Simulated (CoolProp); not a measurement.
Model: reference Helmholtz-energy equation of state, Lemmon 2006, in CoolProp. It is a short technical equation, of lower accuracy than the large ones.

**Question.** For R142b, give the phase and the density (kg/m³), Joule-Thomson coefficient (K/MPa), expansivity (1/kK) at 237.3 K and 0.14 MPa.

**Answer.** 
- 237.3 K and 0.14 MPa: liquid; density 1250, Joule-Thomson coefficient -0.400, expansivity 1.72
